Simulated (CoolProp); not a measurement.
Vapour-liquid equilibrium of CH2F2 (R32) (1) + fluoroethane (R161) (2) at 0.295 MPa; x and y are mole fractions of (1).

Values from CoolProp's multi-fluid Helmholtz-energy mixture model, Tillner-Roth 1997 and Wu 2012; pair parameters Bell 2016.

```
x     bubble temperature, mixture model (K)  bubble temperature, Raoult's law (K)  y, mixture model  y, Raoult's law
----  -------------------------------------  ------------------------------------  ----------------  ---------------
0.05                                    [?]                                 260.6             0.099            0.090
0.15                                  257.5                                 258.4               [?]            0.250
0.25                                  255.2                                 256.3               [?]            0.387
0.35                                  253.4                                 254.5             0.501            0.506
0.45                                  251.7                                 252.7             0.596            0.609
0.55                                  250.3                                 251.1             0.681            0.700
0.65                                  248.9                                 249.6             0.759            0.780
0.75                                  247.7                                 248.2               [?]            0.852
0.85                                  246.6                                 246.9             0.902            0.916
0.95                                  245.5                                 245.6               [?]            0.973
```

Complete the blanks.


- 0.05, bubble temperature, mixture model (K): 260.2
- 0.15, y, mixture model: 0.262
- 0.25, y, mixture model: 0.392
- 0.75, y, mixture model: 0.833
- 0.95, y, mixture model: 0.968

The largest gap from Raoult's law is -1.1 K in bubble temperature, at x = 0.35. No azeotrope shows between x = 0.05 and 0.95.

Pair parameters are fitted to limited data, so mixtures are less certain than the pure fluids.
